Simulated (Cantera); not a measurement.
Cantera run, input and output.

```python
import numpy as np
import cantera as ct

gas = ct.Solution("SiF4_NH3_mec.yaml", "gas")
gas.TPX = 2050, 13332, {'NH3': 1, 'H2': 0.31}
inlet = ct.Reservoir(gas, clone=True)

reactor = ct.IdealGasConstPressureReactor(gas, energy="off", clone=False)
exhaust = ct.Reservoir(gas, clone=True)
tau = [0.77, 0.28, 0.1, 0.037, 0.013, 0.0049, 0.0018, 0.00065, 0.00024][0]
for a, b in ((inlet, reactor), (reactor, exhaust)):
    ct.MassFlowController(a, b, mdot=lambda t: reactor.mass / tau)
net = ct.ReactorNet([reactor])
show = ['NH3', 'H2', 'NH2', 'H', 'N', 'N2H4', 'N2H2']

rows = []
print(f"{'tau/s':>10s}{'T/K':>9s}" + "".join(f"{s:>11s}" for s in show))
for tau in [0.77, 0.28, 0.1, 0.037, 0.013, 0.0049, 0.0018, 0.00065, 0.00024]:
    net.initial_time = 0.0
    net.advance(30 * tau)
    before = gas.X
    net.advance(40 * tau)
    drift = np.max(np.abs(gas.X - before) / (gas.X + 1e-9))
    rows.append([gas.T, *gas[show].X, drift])
    print(f"{tau:10.3e}{gas.T:9.1f}" + "".join(f"{x:11.3e}" for x in gas[show].X))
```

Result:

```
     tau/s      T/K        NH3         H2        NH2          H          N       N2H4       N2H2
 7.700e-01   2050.0  9.543e-02  7.142e-01  3.441e-04  8.709e-04  1.341e-06  4.911e-09  5.740e-07
 2.800e-01   2050.0  2.133e-01  6.298e-01  5.879e-04  5.875e-04  1.271e-06  1.435e-08  1.461e-06
 1.000e-01   2050.0  3.950e-01  4.997e-01  8.864e-04  3.800e-04  1.159e-06  3.261e-08  3.144e-06
 3.700e-02   2050.0  5.672e-01  3.763e-01  1.129e-03  2.545e-04  1.029e-06  5.296e-08  5.126e-06
 1.300e-02   2050.0  6.811e-01  2.946e-01  1.274e-03  1.876e-04  9.083e-07  6.736e-08  6.606e-06
 4.900e-03   2050.0  7.306e-01  2.592e-01  1.313e-03  1.588e-04  8.125e-07  7.159e-08  7.020e-06
 1.800e-03   2050.0  7.514e-01  2.443e-01  1.265e-03  1.402e-04  6.806e-07  6.642e-08  6.379e-06
 6.500e-04   2050.0  7.594e-01  2.387e-01  1.074e-03  1.151e-04  4.317e-07  4.788e-08  4.286e-06
 2.400e-04   2050.0  7.621e-01  2.371e-01  6.767e-04  7.185e-05  1.232e-07  1.899e-08  1.412e-06
```

Cantera simulation using the gas-phase N/H chemistry of the illustrative SiF4/NH3 mechanism in the Surface Chemkin manual (1991); the numbers are that mechanism's predictions, not measurements. Walls and surfaces, which speed up NH3 decomposition in real reactors, are not modelled.
